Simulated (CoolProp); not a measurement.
Saturation properties of CF4 (R14) (Tc = 227.4 K, pc = 3762 kPa, ω = 0.178).

Values from CoolProp's reference Helmholtz-energy equation of state, Platzer 1990. This equation is an older, rougher fit; its heat capacities, sound speeds and derivatives of the liquid may be far off and weren't checked against measurements.

| T (K) | p (kPa) | vapour Z | liquid viscosity (µPa s) | vapour viscosity (µPa s) |
|---|---|---|---|---|
| 136.3 | 52.11 | 0.9790 | 277 | 8.13 |
| 141.4 | 77.47 | 0.9715 | 250 | 8.47 |
| 146.4 | 110.9 | 0.9626 | 228 | 8.82 |
| 151.5 | 155.6 | 0.9517 | 208 | 9.18 |
| 156.5 | 211.7 | 0.9391 | 191 | 9.55 |
| 161.6 | 283.6 | 0.9243 | 176 | 9.93 |
| 166.7 | 372.7 | 0.9073 | 163 | 10.3 |
| 171.7 | 478.9 | 0.8885 | 151 | 10.7 |
| 176.8 | 609.0 | 0.8669 | 140 | 11.2 |
| 181.8 | 760.3 | 0.8433 | 130 | 11.7 |
| 186.9 | 941.6 | 0.8165 | 120 | 12.2 |
| 191.9 | 1148 | 0.7874 | 111 | 12.7 |
| 197 | 1392 | 0.7542 | 103 | 13.4 |
| 202 | 1666 | 0.7179 | 94.5 | 14.1 |
| 207.1 | 1986 | 0.6758 | 86.3 | 14.9 |

It boils at 145.1 K under 1 atm.

Viscosity comes from a separate model (Huber 2003), an estimate that may be off by 10 % or more.
